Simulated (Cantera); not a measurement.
Cantera run:

```python
import numpy as np
import cantera as ct

gas_names = """
    F F2 H HF H2 H2F2 H3F3 H4F4 H5F5 H6F6 H7F7 N NF NF2 NF3 NH NH2 NH3 N2 N2H2 N2H4 Si SiF SiF2 SiF3
    SiF4 SiH SiHF3 SiH2 SiH2F2 SiH3 SiH3F SiH4 SiN Si2 Si2N Si3
""".split()
cond_names = """
    Si(cr) Si(L) Si3N4(a)
""".split()


# ... load() reads the species with a 1 bar reference pressure and builds the phases ...
atoms = {
    'SiF4': {'Si': 1, 'F': 4},
    'NH3': {'N': 1, 'H': 3},
    'N2': {'N': 2},
}
top_T = {'Si3N4(a)': 2400}  # K; cautious upper limits of use, not melting points


# ... equilibrate(T, P, feed) seeds the gas with the atoms and calls Mixture.equilibrate('TP', solver="vcs", rtol=1e-11, max_steps=5000) ...
results = []
feed = {'SiF4': 1, 'NH3': 0.76, 'N2': 4.8}  # mol
P = 1000  # Pa
for T in [1148, 1198, 1248, 1298, 1348, 1398, 1448, 1498, 1548]:
    mix = equilibrate(T, P, feed)
    results.append((T, P, feed, dict(zip(mix.species_names, mix.species_moles))))

top = {s: max(r[3][s] / sum(r[3][g] for g in gas_names) for r in results) for s in gas_names}
cols = sorted((s for s in top if top[s] > 1e-06), key=lambda s: -top[s])[:6]
seen = [c for c in cond_names if any(r[3].get(c, 0) > 1e-12 for r in results)]
print("log10 of partial pressures in bar; condensed amounts in mol")
print(f"{'T/K':>10s}" + "".join(f"{s[:9]:>10s}" for s in cols + seen))
for T, P, feed, n in results:
    ng = sum(n[g] for g in gas_names)
    print(f"{T:10.4g}" + "".join(f"{np.log10(max(n[s] / ng * P / 1e5, 1e-99)):10.3f}" for s in cols)
          + "".join(f"{n.get(c, 0):10.4g}" for c in seen))
```

Output:

```
log10 of partial pressures in bar; condensed amounts in mol
       T/K        N2        H2      SiF4        HF      SiF3      SiF2  Si3N4(a)
      1148    -2.150    -2.810    -2.867    -4.901    -5.540    -8.107 0.0004062
      1198    -2.150    -2.811    -2.869    -4.775    -5.189    -7.467 0.0003792
      1248    -2.151    -2.812    -2.871    -4.660    -4.868    -6.880 0.0001704
      1298    -2.151    -2.813    -2.875    -4.510    -4.618    -6.429         0
      1348    -2.151    -2.816    -2.880    -4.338    -4.422    -6.080         0
      1398    -2.151    -2.819    -2.887    -4.176    -4.246    -5.767         0
      1448    -2.152    -2.824    -2.897    -4.023    -4.088    -5.484         0
      1498    -2.153    -2.830    -2.909    -3.880    -3.946    -5.227         0
      1548    -2.154    -2.838    -2.926    -3.748    -3.819    -4.992         0
```

Method: chemical equilibrium by Gibbs-energy minimisation in Cantera with the NASA 1993 tables (ideal gas, pure condensed phases). The tables' values for SiF3, SiF2 are old estimates; treat these amounts as uncertain.
